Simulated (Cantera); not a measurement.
A perfectly stirred reactor is fed with H2 : O2 = 0.01 : 1 (molar parts), equivalence ratio 0.0050, at 20.0 Torr; it is held at 925 K, and followed from long to short residence time.

Model: the H2/O2 subset of GRI-Mech 3.0, which has no nitrogen chemistry, integrated in Cantera. Radical loss at walls, strong at low pressure, is not modelled. Below about 950 K walls govern HO2 and H2O2 in real vessels.

x: mole fraction; the columns are a selection and need not sum to one.

| τ (s) | x H2 | x O2 | x H2O | x HO2 | x H | x H2O2 |
|---|---|---|---|---|---|---|
| 1.0 | 0.000289 | 0.990 | 0.00962 | 2.13e-6 | 8.00e-6 | 6.63e-8 |
| 0.46 | (withheld) | 0.990 | 0.00945 | (withheld) | (withheld) | (withheld) |
| 0.21 | (withheld) | 0.989 | 0.00920 | (withheld) | (withheld) | (withheld) |
| 0.098 | 0.000965 | 0.989 | 0.00884 | 5.06e-6 | 7.09e-5 | 1.48e-7 |
| 0.045 | 0.00144 | 0.989 | 0.00829 | 6.35e-6 | 0.000138 | 1.87e-7 |
| 0.021 | 0.00214 | 0.989 | 0.00748 | 7.60e-6 | 0.000248 | 2.26e-7 |
| 0.0096 | 0.00319 | 0.988 | 0.00629 | 8.67e-6 | 0.000400 | 2.61e-7 |
| 0.0044 | 0.00475 | 0.988 | 0.00464 | 9.23e-6 | 0.000510 | 2.70e-7 |

**Question.** Complete the blanks.

**Answer.** 
- 0.46, x H2: 0.000433
- 0.46, x HO2: 2.91e-6
- 0.46, x H: 1.69e-5
- 0.46, x H2O2: 8.75e-8
- 0.21, x H2: 0.000651
- 0.21, x HO2: 3.91e-6
- 0.21, x H: 3.54e-5
- 0.21, x H2O2: 1.15e-7
